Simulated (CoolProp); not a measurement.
100 sccm (0 °C, 1 atm) of nitrogen bubbles through liquid decamethyltetrasiloxane (MD2M) at 334.8 K and leaves saturated at a total pressure of 0.00565 MPa (ideal gas phase). Each further row changes one setting.

Values from CoolProp's reference Helmholtz-energy equation of state, Thol 2017.

| case | vapour pressure (kPa) | mole fraction of vapour | delivery (mg/min) | delivery (sccm) | change of delivery for a bath 1 K warmer (%) |
|---|---|---|---|---|---|
| as stated | 0.650 | (withheld) | (withheld) | 13.0 | 6.9 |
| bath temperature 339.8 K | 0.868 | (withheld) | (withheld) | (withheld) | 6.9 |
| total pressure 0.0113 MPa | 0.650 | 0.0575 | 84.6 | 6.11 | 6.4 |

### Question
Fill in the missing entries.

### Answer

- as stated, mole fraction of vapour: 0.115
- as stated, delivery (mg/min): 180
- bath temperature 339.8 K, mole fraction of vapour: 0.154
- bath temperature 339.8 K, delivery (mg/min): 252
- bath temperature 339.8 K, delivery (sccm): 18.1
